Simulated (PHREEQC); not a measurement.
Solution (55 °C): 0.34 mol KH2PO4, 0.0067 mol NH3 and 0.0013 mol KCl per kg of water. Closed to the air; pH follows from the charge balance.

The numbers come from PHREEQC with the ion-association model, phreeqc.dat.

Each row changes one thing in this solution. Precipitation was switched off in this run.

```csv
case,pH,ionic strength (mol/kgw),HPO4-2 (mol/kgw),KHPO4- (mol/kgw),H3PO4 (mol/kgw)
as made,4.93,0.353,0.00634,0.000891,0.000512
0.23 mol/kgw H2SO4 added,1.45,0.416,…,4.64e-8,0.279
NH3 from 0.0067 to 0.0134 mol/kgw,5.21,0.365,0.0120,0.00166,0.000261
KCl from 0.0013 to 0.00195 mol/kgw,4.93,0.354,0.00634,0.000891,0.000512
temperature from 55 to 85 °C,4.87,0.354,0.00663,0.000846,0.000761
KCl from 0.0013 to 0.013 mol/kgw,4.93,0.365,…,0.000907,…
NH3 left out,4.37,0.343,0.00173,0.000246,0.00192
KCl replaced by K2CO3 at the same molality,5.06,…,0.00840,0.00118,0.000381
KCl left out,4.93,0.352,0.00634,0.000889,0.000512
```

What belongs in the gaps?


- 0.23 mol/kgw H2SO4 added, HPO4-2 (mol/kgw): 3.98e-7
- KCl from 0.0013 to 0.013 mol/kgw, HPO4-2 (mol/kgw): 0.00632
- KCl from 0.0013 to 0.013 mol/kgw, H3PO4 (mol/kgw): 0.000515
- KCl replaced by K2CO3 at the same molality, ionic strength (mol/kgw): 0.356

At this temperature some constants are extrapolated from 25 °C, and those without enthalpy data are left unchanged.
